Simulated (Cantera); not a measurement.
A perfectly stirred reactor is fed with CH4 : O2 : N2 = 1 : 1.25 : 4.7 (molar parts), at 1.00 bar; it is adiabatic with a 300 K inlet, and is followed from long to short residence time, starting on the burning branch (τ in s: 0.34, 0.12, 0.043, 0.015, 0.0054, 0.0019, 0.00068, 0.00024, 8.5e-05, 3e-05).

Model: GRI-Mech 3.0 (53 species, 325 reactions), integrated in Cantera.

What does this change do: 0.32 parts CO2 added?


```json
[
 {"quantity": "blow-out, bracketed by the residence times tried", "before": "burning at 1.90 ms, out at 0.680 ms", "after": "burning at 5.40 ms, out at 1.90 ms"},
 {"quantity": "x(CH4) at τ = 0.340 s", "before": "0.00293", "after": "0.00447"},
 {"quantity": "x(O2) at τ = 0.340 s", "before": "0.000193", "after": "0.000416"},
 {"quantity": "x(C2H6) at τ = 0.340 s", "before": "1.17e-6", "after": "3.87e-6"},
 {"quantity": "x(CH2CO) at τ = 0.340 s", "before": "6.15e-6", "after": "1.35e-5"},
 {"quantity": "x(CO2) at τ = 0.340 s", "before": "0.0385", "after": "0.0648"},
 {"quantity": "x(CH4) at τ = 1.90 ms", "before": "0.0132", "after": "0.138"},
 {"quantity": "x(O2) at τ = 1.90 ms", "before": "0.0144", "after": "0.172"},
 {"quantity": "x(C2H6) at τ = 1.90 ms", "before": "0.000213", "after": "<1e-12"},
 {"quantity": "x(CH2CO) at τ = 1.90 ms", "before": "0.000242", "after": "<1e-12"},
 {"quantity": "x(CO2) at τ = 1.90 ms", "before": "0.0297", "after": "0.0440"}
]
```

What does this change do: pressure from 1.00 bar to 0.620 bar?


```tsv
quantity	before	after
blow-out, bracketed by the residence times tried	burning at 1.90 ms, out at 0.680 ms	burning at 5.40 ms, out at 1.90 ms
x(CH4) at τ = 0.340 s	0.00293	0.00256
x(O2) at τ = 0.340 s	0.000193	0.000222
x(C2H6) at τ = 0.340 s	1.17e-6	1.07e-6
x(CH2CO) at τ = 0.340 s	6.15e-6	6.59e-6
x(CO2) at τ = 0.340 s	0.0385	0.0382
x(CH4) at τ = 1.90 ms	0.0132	0.144
x(O2) at τ = 1.90 ms	0.0144	0.180
x(C2H6) at τ = 1.90 ms	0.000213	<1e-12
x(CH2CO) at τ = 1.90 ms	0.000242	<1e-12
x(CO2) at τ = 1.90 ms	0.0297	<1e-12
```
